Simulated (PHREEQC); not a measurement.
0.39 g of hydrous ferric oxide (600 m²/g; 0.2 weak and 0.005 strong sites per Fe, Dzombak-Morel constants, diffuse double layer) in 1 kg of water with 0.005 mol/kgw of an inert sodium salt and 0.44 mmol/kgw Na2SeO4 and 0.036 mmol/kgw H3BO3, at 25 °C; the pH is set by adding NaOH or the inert anion's acid. O2 is buffered at 0.21 atm. No CO2 enters from the air. No solid was allowed to form.

Equilibrium calculation in PHREEQC: ion-association model, wateq4f.dat.

| pH | Se sorbed (%) | B sorbed (%) | surface charge σ (C/m²) | surface potential ψ (mV) |
|---|---|---|---|---|
| 3 | 88.5 | 0.0 | 0.047 | 116 |
| 3.67 | 87.5 | 0.0 | 0.042 | 114 |
| 4.33 | 82.3 | 0.0 | 0.036 | 107 |
| 5 | 70.6 | 0.0 | 0.029 | 96 |
| 5.67 | 52.5 | 0.1 | 0.022 | 82 |
| 6.33 | 31.6 | 0.2 | 0.016 | 67 |
| 7.67 | 1.9 | 0.3 | 0.004 | 23 |
| 8.33 | 0.1 | 0.2 | -0.002 | -12 |
| 9 | 0.0 | 0.2 | -0.010 | -50 |
| 9.67 | 0.0 | 0.1 | -0.024 | -85 |
| 10.33 | 0.0 | 0.0 | -0.047 | -118 |
| 11 | 0.0 | 0.0 | -0.087 | -146 |

The oxide is taken as insoluble; below pH 4 it would dissolve.
